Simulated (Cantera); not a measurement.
## Boron, boron nitride and boron oxide: BF₃ + H₂O

A closed system holds: 1 mol BF₃, 5.1 mol H₂O, equilibrated at 1752 °C.

Method: chemical equilibrium by Gibbs-energy minimisation in Cantera with the NASA 1993 tables (ideal gas, pure condensed phases). Candidate condensed phases: B, B₂O₃, B₃O₃H₃, H₂O; 43 gas species. The numbers say what is thermodynamically allowed, not how fast it happens.

```json
[
 {"P (Pa)": "10", "x H₂O": "0.371", "x HF": "0.303", "x BOF": "0.0820", "x H₂": "0.0710", "x HBO₂": "0.0410", "x H": "0.0513", "x O₂": "0.0331", "x OH": "0.0281", "x O": "0.0147"},
 {"P (Pa)": "37", "x H₂O": "0.427", "x HF": "0.317", "x BOF": "0.0838", "x H₂": "0.0513", "x HBO₂": "0.0459", "x H": "0.0227", "x O₂": "0.0226", "x OH": "0.0197", "x O": "0.00633"},
 {"P (Pa)": "140", "x H₂O": "0.463", "x HF": "0.325", "x BOF": "0.0846", "x H₂": "0.0352", "x HBO₂": "0.0490", "x H": "0.00965", "x O₂": "0.0150", "x OH": "0.0133", "x O": "0.00264"},
 {"P (Pa)": "520", "x H₂O": "0.485", "x HF": "0.330", "x BOF": "0.0851", "x H₂": "0.0236", "x HBO₂": "0.0509", "x H": "0.00410", "x O₂": "0.00981", "x OH": "0.00881", "x O": "0.00111"},
 {"P (Pa)": "1900", "x H₂O": "0.499", "x HF": "0.332", "x BOF": "0.0853", "x H₂": "0.0157", "x HBO₂": "0.0520", "x H": "0.00175", "x O₂": "0.00642", "x OH": "0.00581", "x O": "0.000470"},
 {"P (Pa)": "7200", "x H₂O": "0.508", "x HF": "0.334", "x BOF": "0.0853", "x H₂": "0.0102", "x HBO₂": "0.0528", "x H": "0.000725", "x O₂": "0.00414", "x OH": "0.00376", "x O": "0.000194"},
 {"P (Pa)": "27000", "x H₂O": "0.514", "x HF": "0.335", "x BOF": "0.0852", "x H₂": "0.00665", "x HBO₂": "0.0532", "x H": "0.000302", "x O₂": "0.00267", "x OH": "0.00244", "x O": "8.05e-5"},
 {"P (Pa)": "100000", "x H₂O": "0.519", "x HF": "0.334", "x BOF": "0.0845", "x H₂": "0.00433", "x HBO₂": "0.0534", "x H": "0.000127", "x O₂": "0.00173", "x OH": "0.00159", "x O": "3.37e-5"}
]
```
x: gas mole fraction; nothing condenses.

From 10.0 Pa to 1.00 bar nothing is condensed. The main B-bearing gas is BOF throughout.
